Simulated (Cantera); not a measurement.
**Thermodynamics of roasting and sulfation, feed MgCO3 + H2S + CO2**

A closed system holds: 1 mol MgCO3, 0.17 mol H2S, 0.36 mol CO2, at 900 K and 1050 Torr.

These are equilibrium values from Cantera (NASA tables, ideal gas, pure condensed phases), not measurements of a reactor. Candidate condensed phases: C, C6H6, C7H8, C8H18, H2O, H2SO4, Mg, MgCO3, MgO, Mg(OH)2, MgS, MgSO4, S; 130 gas species. Gases not in the tables: S3 to S7. Rates play no part.

```yaml
x(CO2): 0.844
x(H2S): 0.0714
x(H2O): 0.0373
x(COS): 0.0224
x(CO): 0.0147
x(S2): 0.00799
x(H2): 0.00150
x(CS2): 0.000142
x(SO2): 7.13e-5
n(MgO(s)): 1.00 mol
gas_amount: 1.542 mol
log10 activity of S(l) (absent): -1.04
log10 activity of MgCO3(s) (absent): -2.08
log10 activity of C(graphite) (absent): -2.70
```
